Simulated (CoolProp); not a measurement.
Vapour-liquid equilibrium of R143a (1) + R1234yf (2) at 182.8 K; x and y are mole fractions of (1).

Values from CoolProp's multi-fluid Helmholtz-energy mixture model, Lemmon and Jacobsen 2000 and Lemmon 2022; pair parameters Bell 2016.

Give the bubble pressure and the first vapour's composition at x = 0.05, 0.2, 0.65. Is there an azeotrope?

x = 0.05: 2.664 kPa, y = 0.163; x = 0.2: 3.545 kPa, y = 0.466; x = 0.65: 5.785 kPa, y = 0.846. No azeotrope shows between x = 0.05 and 0.95.

Pair parameters are fitted to limited data, so mixtures are less certain than the pure fluids.
